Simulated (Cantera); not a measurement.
# TiO2 + CH4 + H2 (carbothermic reduction)

Feed: 1 mol TiO2, 1 mol CH4, 0.13 mol H2, equilibrated at 0.740 bar.

Cantera equilibrium calculation (NASA polynomials, part measured and part estimated; ideal gas, pure solids and liquids). Candidate condensed phases: C, C6H6, C7H8, C8H18, H2O, Ti, TiC, TiO, TiO2, Ti2O3, Ti3O5, Ti4O7; 113 gas species. Mutual solubility and eutectic melting of coexisting phases are not modelled. TiC: taken at fixed stoichiometry. Condensed phases not in the tables: Magnéli phases beyond Ti4O7. Kinetics and transport are ignored.

From 825 °C to 925 °C the condensed part is C(graphite) + TiO2(rutile) + Ti4O7(s). From 975 °C to 1025 °C the condensed part is C(graphite) + Ti4O7(s). From 1075 °C to 1125 °C the condensed part is C(graphite) + Ti3O5(s). At 1175 °C the condensed part is C(graphite) + TiC(s) + Ti3O5(s). At 1225 °C the condensed part is TiC(s) + Ti3O5(s). From 1275 °C to 1375 °C the condensed part is TiC(s) + Ti2O3(s).

```
T (°C)   x H2     x CO     x CH4     x H2O  n C(graphite)  n TiO2(rutile)  n Ti4O7(s)  n Ti3O5(s)  n TiC(s)  n Ti2O3(s)
------  -----  -------  --------  --------  -------------  --------------  ----------  ----------  --------  ----------
825     0.970  0.00452    0.0254  0.000298          0.938           0.960      0.0100           0         0           0
875     0.967   0.0163    0.0165  0.000560          0.930           0.856      0.0359           0         0           0
925     0.936   0.0529    0.0104  0.000972          0.859           0.520       0.120           0         0           0
975     0.888    0.105   0.00650   0.00106          0.737               0       0.250           0         0           0
1025    0.890    0.105   0.00467  0.000642          0.741               0       0.250           0         0           0
1075    0.861    0.135   0.00320  0.000503          0.660               0           0       0.333         0           0
1125    0.862    0.135   0.00240  0.000327          0.662               0           0       0.333         0           0
1175    0.833    0.165   0.00171  0.000257          0.524               0           0       0.316    0.0520           0
1225    0.739    0.260  0.000893  0.000291              0               0           0       0.250     0.249           0
1275    0.726    0.273  0.000467  0.000309              0               0           0           0     0.200       0.400
1325    0.726    0.273  0.000258  0.000323              0               0           0           0     0.200       0.400
1375    0.727    0.273  0.000148  0.000337              0               0           0           0     0.200       0.400
```
x: gas mole fraction; n: condensed amount in mol.
